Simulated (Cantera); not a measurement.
A diamond (100) surface in a fixed gas of H2 with x(CH4) = 0.021, x(H) = 0.0023, at 1000 K, 90.0 Torr; coverages are run to steady state.

Computed with Cantera and the Harris–Goodwin 1993 mechanism for the reconstructed diamond (100) surface.

One state of this run: growth (µm/h) = 0.505; θ c6HH = 0.597; θ c6H* = 0.0183; θ c6*H = 0.373; θ c6** = 0.00947; θ c6HM = 0.00188. θ: site fractions in the mechanism's names (c6HH fully hydrogenated, c6H* and c6*H radical sites, c6** diradical, c6HM methylated).

Q: Which value of x(CH3) does it belong to?
A. 8.3e-06
B. 2.4e-05
C. 1e-06
D. 0.0048

A: A, 8.3e-06
